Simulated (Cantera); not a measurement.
**Carbothermic reduction: Fe3O4 + C + N2**

Charge: 1 mol Fe3O4, a varied amount of C, 0.32 mol N2, equilibrated at 1225 K and 0.0560 bar.

Equilibrium computed with Cantera from the NASA thermochemical tables; the gas is ideal and each condensed phase is pure. Candidate condensed phases: C, Fe, Fe(CO)5, FeO, Fe2O3, Fe3O4; 27 gas species. Mutual solubility and eutectic melting of coexisting phases are not modelled. The tables' stoichiometric FeO is somewhat more stable than real wüstite, so its field is too wide. FeO: taken at fixed stoichiometry. Condensed phases not in the tables: cementite and carbon dissolved in iron. Rates play no part.

At 0.67 mol C the condensed part is FeO(s). From 0.88 mol C to 3.3 mol C the condensed part is Fe(γ) + FeO(s). From 4.2 mol C to 7.2 mol C the condensed part is C(graphite) + Fe(γ).

| n(C) (mol) | x CO | x CO2 | x N2 | x Fe | n FeO(s) | n Fe(γ) | n C(graphite) |
|---|---|---|---|---|---|---|---|
| 0.67 | 0.343 | 0.333 | 0.323 | 4.10e-10 | 3.00 | 0 | 0 |
| 0.88 | 0.612 | 0.121 | 0.267 | 2.01e-9 | 2.97 | 0.0252 | 0 |
| 1.1 | 0.647 | 0.128 | 0.225 | 2.01e-9 | 2.72 | 0.281 | 0 |
| 1.5 | 0.688 | 0.136 | 0.176 | 2.01e-9 | 2.25 | 0.747 | 0 |
| 1.9 | 0.715 | 0.141 | 0.144 | 2.01e-9 | 1.79 | 1.21 | 0 |
| 2.5 | 0.740 | 0.146 | 0.113 | 2.01e-9 | 1.09 | 1.91 | 0 |
| 3.3 | 0.761 | 0.150 | 0.0884 | 2.01e-9 | 0.156 | 2.84 | 0 |
| 4.2 | 0.925 | 0.000642 | 0.0741 | 2.01e-9 | 0 | 3.00 | 0.203 |
| 5.5 | 0.925 | 0.000642 | 0.0741 | 2.01e-9 | 0 | 3.00 | 1.50 |
| 7.2 | 0.925 | 0.000642 | 0.0741 | 2.01e-9 | 0 | 3.00 | 3.20 |
x: gas mole fraction; n: condensed amount in mol.
